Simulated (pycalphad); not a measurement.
**Freezing of Al-Si alloys with rising Si**

CALPHAD calculation (pycalphad, COST 507 light-alloy database (1999)), 1 atm. The database dates from 1999; later assessments differ in places, in temperatures and in the compounds included. Phase fractions are per mole of atoms.

Scheil-Gulliver runs (no diffusion in the solid, steps of 4 K) beside full equilibrium.

```json
[
 {"alloy": "Al-29.45Si (at.%)", "liquidus (K)": "1098", "Scheil, half solid (K)": "at the invariant end", "Scheil, 80 % solid (K)": "at the invariant end", "Scheil, invariant end (K)": "850", "liquid left at that end": "0.80", "equilibrium solidus (K)": "850"},
 {"alloy": "Al-44.17Si (at.%)", "liquidus (K)": "1273", "Scheil, half solid (K)": "at the invariant end", "Scheil, 80 % solid (K)": "at the invariant end", "Scheil, invariant end (K)": "850", "liquid left at that end": "0.63", "equilibrium solidus (K)": "850"},
 {"alloy": "Al-58.9Si (at.%)", "liquidus (K)": "1422", "Scheil, half solid (K)": "939", "Scheil, 80 % solid (K)": "at the invariant end", "Scheil, invariant end (K)": "850", "liquid left at that end": "0.47", "equilibrium solidus (K)": "850"},
 {"alloy": "Al-88.35Si (at.%)", "liquidus (K)": "1630", "Scheil, half solid (K)": "1561", "Scheil, 80 % solid (K)": "1247", "Scheil, invariant end (K)": "850", "liquid left at that end": "0.13", "equilibrium solidus (K)": "850"}
]
```
